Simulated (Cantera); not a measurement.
Input (Python, Cantera) and output of one run.

```python
import numpy as np
import cantera as ct

gas_names = """
    CL CL2 N N2 Si SiCL SiCL2 SiCL3 SiCL4 SiN Si2 Si2N Si3
""".split()
cond_names = """
    Si(cr) Si(L) Si3N4(a)
""".split()


# ... load() reads the species with a 1 bar reference pressure and builds the phases ...
atoms = {
    'Si2Cl6': {'Si': 2, 'CL': 6},
    'N2': {'N': 2},
}
top_T = {'Si3N4(a)': 2400}  # K; cautious upper limits of use, not melting points


# ... equilibrate(T, P, feed) seeds the gas with the atoms and calls Mixture.equilibrate('TP', solver="vcs", rtol=1e-11, max_steps=5000) ...
results = []
feed = {'Si2Cl6': 1, 'N2': 3.5}  # mol
T = 1723  # K
P = 5.5  # Pa
mix = equilibrate(T, P, feed)
results.append((T, P, feed, dict(zip(mix.species_names, mix.species_moles))))
print(gas.report(threshold=0.0001))
for i in range(1, mix.n_phases):
    print(f"{mix.phase(i).name:16s} {mix.phase_moles(i):12.5e} mol")
```

Result:

```
       temperature   1723 K
          pressure   5.5 Pa
           density   1.9201e-05 kg/m^3
  mean mol. weight   50.014 kg/kmol
   phase of matter   gas

                          1 kg             1 kmol
                     ---------------   ---------------
          enthalpy        6.4216e+05        3.2117e+07  J
   internal energy        3.5573e+05        1.7791e+07  J
           entropy            7297.7        3.6499e+05  J/K
    Gibbs function       -1.1932e+07       -5.9676e+08  J
 heat capacity c_p            772.22             38622  J/K
 heat capacity c_v            605.98             30307  J/K

                      mass frac. Y      mole frac. X     chem. pot. / RT
                     ---------------   ---------------   ---------------
                CL           0.17737           0.25023           -25.094
                N2           0.26722           0.47708           -36.997
              SiCL        0.00013055        0.00010276           -37.869
             SiCL2           0.49969           0.25248           -62.963
             SiCL3           0.04757          0.017698           -88.057
             SiCL4         0.0079079         0.0023281           -113.15
     [   +7 minor]        0.00010845        8.1075e-05

Si(L)             0.00000e+00 mol
Si3N4(a)          0.00000e+00 mol
```

Method: chemical equilibrium by Gibbs-energy minimisation in Cantera with the NASA 1993 tables (ideal gas, pure condensed phases). The feed counts by its element totals alone. The tables' values for SiCl3, SiCl are old estimates; treat these amounts as uncertain.
